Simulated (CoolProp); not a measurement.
Propylene along the isotherm 124.35 °C: Z from the reference equation and from simpler models built on Tc = 91.1 °C, pc = 4.555 MPa, ω = 0.146; each cubic takes its own stable root.

Model: reference Helmholtz-energy equation of state, Lemmon 2013, in CoolProp.

```tsv
p (MPa)	phase	reference
0.144	gas	0.9917
0.243	gas	0.9860
0.41	gas	0.9762
0.692	gas	0.9595
1.17	gas	0.9305
1.97	gas	0.8796
3.33	gas	0.7847
5.62	supercritical	0.5846
9.48	supercritical	0.3844
16	supercritical	0.5160
27	supercritical	0.7692
45.5	supercritical	1.176
```

Question: How far does each simpler model (van der Waals, Redlich-Kwong, Soave-Redlich-Kwong) lie from the reference over these 12 states: mean and median of the absolute difference, and the worst?

Answer: 
- van der Waals: mean 10.0 %, median 0.8 %, worst +31.6 % at 124.35 °C and 45.5 MPa
- Redlich-Kwong: mean 2.4 %, median 0.3 %, worst +10.5 % at 124.35 °C and 9.48 MPa
- Soave-Redlich-Kwong: mean 3.2 %, median 0.4 %, worst +15.2 % at 124.35 °C and 9.48 MPa
